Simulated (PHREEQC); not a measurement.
A solution holds 0.19 mol/kgw HF, 0.00051 mol/kgw NH4HF2, 0.0073 mol/kgw (NH4)2SiF6 and 0.00022 mol/kgw HCl, at 25 °C. Closed to the air; pH follows from the charge balance.

Model: ion-association model, phreeqc.dat, run in PHREEQC.

Each row changes one thing in this solution. This is a speciation only: nothing precipitates in the calculation.

```json
[
 {"case": "as made", "pH": "1.86", "ionic strength (mol/kgw)": "0.0384", "HF (mol/kgw)": "0.168", "F- (mol/kgw)": "0.00989", "HF2- (mol/kgw)": "0.00639", "NH3 (mol/kgw)": "5.07e-10", "SI of Quartz (SiO2)": "-8.69"},
 {"case": "diluted 2-fold with water", "pH": "2.06", "ionic strength (mol/kgw)": "0.0209", "HF (mol/kgw)": "0.0833", "F- (mol/kgw)": "0.00748", "HF2- (mol/kgw)": "0.00239", "NH3 (mol/kgw)": "4.26e-10", "SI of Quartz (SiO2)": "-7.48"},
 {"case": "diluted 5-fold with water", "pH": "2.31", "ionic strength (mol/kgw)": "0.00987", "HF (mol/kgw)": "0.0322", "F- (mol/kgw)": "0.00485", "HF2- (mol/kgw)": "0.000598", "NH3 (mol/kgw)": "3.13e-10", "SI of Quartz (SiO2)": "-5.82"},
 {"case": "(NH4)2SiF6 from 0.0073 to 0.00146 mol/kgw", "pH": "1.86", "ionic strength (mol/kgw)": "0.0203", "HF (mol/kgw)": "0.169", "F- (mol/kgw)": "0.00954", "HF2- (mol/kgw)": "0.00619", "NH3 (mol/kgw)": "1.22e-10", "SI of Quartz (SiO2)": "-9.32"},
 {"case": "NH4HF2 from 0.00051 to 0.00102 mol/kgw", "pH": "1.86", "ionic strength (mol/kgw)": "0.0387", "HF (mol/kgw)": "0.169", "F- (mol/kgw)": "0.0101", "HF2- (mol/kgw)": "0.00652", "NH3 (mol/kgw)": "5.30e-10", "SI of Quartz (SiO2)": "-8.71"},
 {"case": "0.0024 mol/kgw TMAH added", "pH": "1.90", "ionic strength (mol/kgw)": "0.0396", "HF (mol/kgw)": "0.167", "F- (mol/kgw)": "0.0106", "HF2- (mol/kgw)": "0.00681", "NH3 (mol/kgw)": "5.48e-10", "SI of Quartz (SiO2)": "-8.73"}
]
```

(CH3)4N+ isn't in the database: it is added as a free cation with an ion size of 4 Å. SiF6-2 is the database's only silicon fluoride.
